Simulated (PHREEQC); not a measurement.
1 kg of water holding 0.027 mol NaHCO3 and 0.094 mol Na2SO4 is evaporated at 25 °C; the solids stay in contact with the brine. CO2 is held at log p = -3.4 (atm). Solids allowed: Burkeite, Mirabilite, Nahcolite, Natron, Thenardite, Trona. Others were left out.

The series has 21 steps of water left (kg), from 1 to 0.004398.

Model: Pitzer model, pitzer.dat, run in PHREEQC.

### Question
Which solids form, in which order, and at which step of the series does each first stand?

### Answer
Mirabilite from water left = 0.04045 kg (pH 9.71); Trona from water left = 0.004398 kg (pH 9.99).

Complexes and solids missing from the database can't appear.
